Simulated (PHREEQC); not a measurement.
Dissolve 0.073 mol NaOH and 0.011 mol NaAlO2 per kg of water at 20 °C. Closed to the air; pH follows from the charge balance.

Computed with PHREEQC (ion-association model, wateq4f.dat).

```json
[
 {"quantity": "pH", "before": "12.92", "after": "12.65"},
 {"quantity": "SI of Gibbsite (Al(OH)3)", "before": "-0.18", "after": "-0.19"},
 {"quantity": "SI of Boehmite (AlOOH)", "before": "-0.72", "after": "-0.73"}
]
```

Problem. Name the change that produced these shifts.
A. temperature from 20 to 60 °C
B. NaOH from 0.073 to 0.0803 mol/kgw
C. diluted 10-fold with water
D. diluted 2-fold with water
E. NaOH replaced by NaI at the same molality

Solution. D, diluted 2-fold with water

Precipitation was switched off in this run.
